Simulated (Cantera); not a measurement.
## Ammonia decomposition in nitride growth gas

An isothermal, constant-pressure homogeneous reactor starts with 10.5 % NH₃, 89.5 % N₂, at 2050 K and 1.00 bar.

Model: the gas-phase N/H chemistry of the illustrative SiF4/NH3 mechanism in the Surface Chemkin manual (1991), integrated in Cantera. Walls and surfaces, which speed up NH3 decomposition in real reactors, are not modelled.

| t (s) | x NH₃ | x H₂ | x NH | x N₂H₄ | x N₂ | x N₂H₂ | x N |
|---|---|---|---|---|---|---|---|
| 1.00e-6 | 0.105 | 1.23e-6 | 1.46e-10 | 2.65e-12 | 0.895 | 5.36e-12 | <1e-12 |
| 3.74e-6 | 0.105 | 6.38e-6 | 3.30e-9 | 5.47e-11 | 0.895 | 1.78e-10 | 1.56e-12 |
| 1.40e-5 | 0.105 | 2.59e-5 | 6.49e-8 | 8.42e-10 | 0.895 | 3.44e-9 | 1.10e-10 |
| 5.23e-5 | 0.105 | 0.000104 | 1.04e-6 | 1.15e-8 | 0.895 | 6.55e-8 | 4.34e-9 |
| 0.000196 | 0.104 | 0.000632 | 4.66e-6 | 8.03e-8 | 0.894 | 5.71e-7 | 3.10e-8 |
| 0.000731 | 0.102 | 0.00381 | 6.95e-6 | 8.91e-8 | 0.894 | 7.55e-7 | 1.36e-7 |
| 0.00273 | 0.0938 | 0.0152 | 9.13e-6 | 5.73e-8 | 0.891 | 6.53e-7 | 4.75e-7 |
| 0.0102 | 0.0688 | 0.0491 | 1.01e-5 | 2.80e-8 | 0.882 | 4.36e-7 | 9.68e-7 |
| 0.0382 | 0.0237 | 0.110 | 7.33e-6 | 5.60e-9 | 0.866 | 1.24e-7 | 1.17e-6 |
| 0.143 | 0.000965 | 0.141 | 1.80e-6 | 5.20e-11 | 0.857 | 2.52e-9 | 7.28e-7 |
| 0.535 | 4.00e-5 | 0.142 | 1.34e-7 | <1e-12 | 0.857 | 1.05e-11 | 7.27e-8 |
| 2.00 | 8.01e-6 | 0.142 | 2.69e-8 | <1e-12 | 0.857 | <1e-12 | 1.47e-8 |
x: mole fraction; the columns are a selection and need not sum to one.

Equilibrium at this temperature and pressure: NH₃ 9.19e-7, H₂ 0.142, NH 3.09e-9, N₂H₄ <1e-12, N₂ 0.857, N₂H₂ <1e-12, N 1.68e-9 (gas phase only).
